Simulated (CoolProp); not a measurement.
Properties of octamethylcyclotetrasiloxane (D4) along the isobar 8.06 MPa.

The numbers come from the reference Helmholtz-energy equation of state, Thol 2015 in CoolProp.

| T (K) | phase | density (kg/m³) | cp (kJ/(kg K)) | isothermal compressibility (1/MPa) | fugacity coefficient |
|---|---|---|---|---|---|
| 327 | liquid | 930.9 | 1.712 | 0.001653 | 0.0002898 |
| 347.1 | liquid | 909.5 | 1.749 | 0.001920 | … |
| 367.2 | liquid | 888.0 | 1.789 | 0.002237 | 0.002035 |
| 387.3 | liquid | 866.5 | 1.830 | 0.002614 | 0.004404 |
| 407.4 | liquid | 844.8 | 1.873 | 0.003066 | 0.008583 |
| 427.5 | liquid | 822.9 | 1.915 | 0.003610 | 0.01532 |
| 447.6 | liquid | 800.8 | … | 0.004267 | 0.02539 |
| 467.7 | liquid | 778.4 | 2.000 | 0.005066 | 0.03951 |
| 487.8 | liquid | 755.7 | 2.042 | 0.006045 | 0.05824 |
| 508 | liquid | 732.5 | … | … | 0.08207 |
| 528.1 | liquid | 709.0 | 2.121 | 0.008746 | … |
| 548.2 | liquid | 684.9 | 2.159 | 0.01060 | … |

**Question.** Complete the blanks.

**Answer.** 
- 347.1, fugacity coefficient: 0.0008288
- 447.6, cp (kJ/(kg K)): 1.958
- 508, cp (kJ/(kg K)): 2.082
- 508, isothermal compressibility (1/MPa): 0.007255
- 528.1, fugacity coefficient: 0.1109
- 548.2, fugacity coefficient: 0.1446
